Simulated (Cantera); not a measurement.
Gas mixture: 52.2 % NO, 47.8 % CO₂, at 45.8 Torr, frozen composition.

Cantera's kinetic-theory transport with the Lennard-Jones parameters of GRI-Mech 3.0, ideal gas; thermal conductivity in the multicomponent form. The composition is frozen, though it would react at the higher temperatures.

D: mixture-averaged diffusion coefficient of that species in the mixture.

| T (K) | ρ (kg/m³) | cp (J/kg/K) | μ (µPa s) | λ (mW/m/K) | Pr | D (cm²/s) CH₄ | D (cm²/s) H₂O | D (cm²/s) O |
|---|---|---|---|---|---|---|---|---|
| 400 | 0.0673 | 963.8 | 21.3 | [?] | 0.712 | 5.46 | 5.53 | 7.86 |
| 550 | 0.0490 | 1039 | 27.4 | [?] | 0.718 | 9.57 | 10.2 | 13.6 |
| 700 | 0.0385 | 1101 | 32.7 | [?] | 0.721 | 14.5 | 16.0 | 20.5 |
| 850 | 0.0317 | 1151 | 37.5 | [?] | 0.722 | 20.2 | 22.7 | 28.5 |
| 1000 | 0.0269 | 1191 | 42.0 | [?] | 0.723 | 26.6 | 30.4 | 37.4 |
| 1150 | 0.0234 | 1220 | 46.2 | [?] | 0.723 | 33.7 | 38.9 | 47.2 |
| 1300 | 0.0207 | 1243 | 50.2 | [?] | 0.723 | 41.4 | 48.2 | 58.0 |
| 1450 | 0.0186 | 1263 | 54.0 | [?] | 0.723 | 49.7 | 58.2 | 69.5 |

### Question
Fill in the missing entries.

### Answer

- 400, λ (mW/m/K): 28.8
- 550, λ (mW/m/K): 39.6
- 700, λ (mW/m/K): 50.0
- 850, λ (mW/m/K): 59.9
- 1000, λ (mW/m/K): 69.2
- 1150, λ (mW/m/K): 78.0
- 1300, λ (mW/m/K): 86.3
- 1450, λ (mW/m/K): 94.3
